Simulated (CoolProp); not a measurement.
Ethylene at 246.98 K and 1.81 MPa is compressed adiabatically to 12.1 MPa with isentropic efficiency 0.7. Each further row changes one setting.

Model: reference Helmholtz-energy equation of state, Smukala 2000, in CoolProp.

```csv
case,work (kJ/kg),final temperature (K),final density (kg/m³)
as stated,[?],[?],[?]
efficiency 1,128,[?],[?]
efficiency 0.65,[?],[?],[?]
```

**Question.** Fill in the missing entries.

**Answer.** 
- as stated, work (kJ/kg): 183
- as stated, final temperature (K): 401.9
- as stated, final density (kg/m³): 131
- efficiency 1, final temperature (K): 382.2
- efficiency 1, final density (kg/m³): 148
- efficiency 0.65, work (kJ/kg): 197
- efficiency 0.65, final temperature (K): 407.1
- efficiency 0.65, final density (kg/m³): 127
